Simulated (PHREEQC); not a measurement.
Dissolve 0.17 mol/kgw NaH2PO4 and 0.054 mol/kgw CsBr at 85 °C. Closed to the air; pH follows from the charge balance.

Computed with PHREEQC (ion-association model, wateq4f.dat).

| quantity | before | after |
|---|---|---|
| pH | 4.43 | 4.77 |
| ionic strength (mol/kgw) | 0.225 | 0.228 |
| H3PO4 (mol/kgw) | 0.00112 | 0.000512 |
| HPO4-2 (mol/kgw) | 0.00108 | 0.00234 |
| NaHPO4- (mol/kgw) | 8.76e-5 | 0.000189 |
| PO4-3 (mol/kgw) | 2.06e-10 | 9.78e-10 |

**Question.** What was changed between the two runs?
A. 0.002 mol/kgw CsOH added
B. CsBr replaced by KBr at the same molality
C. NaH2PO4 from 0.17 to 0.017 mol/kgw
D. CsBr from 0.054 to 0.027 mol/kgw
E. CsBr from 0.054 to 0.0054 mol/kgw

**Answer.** A, 0.002 mol/kgw CsOH added

No solid was allowed to form. H3PO4, which wateq4f.dat lacks, is added to it with the constant of phreeqc.dat. Away from 25 °C the constants follow the database's enthalpies or fits; those with neither stay at their 25 °C values.
